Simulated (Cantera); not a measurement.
Input: 1 mol BN, 2.9 mol F₂, equilibrated at 848 K and 0.0100 bar.

Method: chemical equilibrium by Gibbs-energy minimisation in Cantera with the NASA 1993 tables (ideal gas, pure condensed phases). Candidate condensed phases: B, BN; 13 gas species. Rates play no part.

Base state: F₂ 0.398, BF₃ 0.329, N₂ 0.161, F 0.105, NF₃ 0.00673 (mole fractions); condensed: gas only.

Task: What changes in the equilibrium state with this change: 0.038 mol Cl₂ added?

Result: 
```csv
species,before,after
F₂,0.398,0.382
BF₃,0.329,0.325
N₂,0.161,0.159
ClF,0,0.0247
F,0.105,0.103
ClF₃,0,3.00e-5
NF₃,0.00673,0.00629
```

Task: What changes in the equilibrium state with this change: temperature from 848 K to 1848.15 K?

Result: 
```csv
species,before,after
F,0.105,0.651
BF₃,0.329,0.233
N₂,0.161,0.116
F₂,0.398,4.54e-5
NF₃,0.00673,<1e-9
```
